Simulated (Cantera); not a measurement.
A closed system holds: 1 mol FeS, 660 mol H₂, equilibrated at 0.330 bar.

These are equilibrium values from Cantera (NASA tables, ideal gas, pure condensed phases), not measurements of a reactor. Candidate condensed phases: Fe, FeS, FeS₂, S; 8 gas species. Kinetics and transport are ignored. All values below are at 777 °C.

Base state: H₂ 0.998, H₂S 0.00152 (mole fractions); condensed: Fe(α).

Problem. What changes in the equilibrium state with this change: FeS replaced by PbS?

Solution. 
```json
[
 {"species": "H₂", "before": "0.998", "after": "0.998"},
 {"species": "H₂S", "before": "0.00152", "after": "0.00146"},
 {"species": "Pb", "before": "0", "after": "0.000141"},
 {"species": "PbS", "before": "0", "after": "5.17e-5"},
 {"species": "Fe(α), mol", "before": "1.00", "after": "0"},
 {"species": "Pb(l), mol", "before": "0", "after": "0.873"}
]
```
Further candidate phases: Pb, PbS.
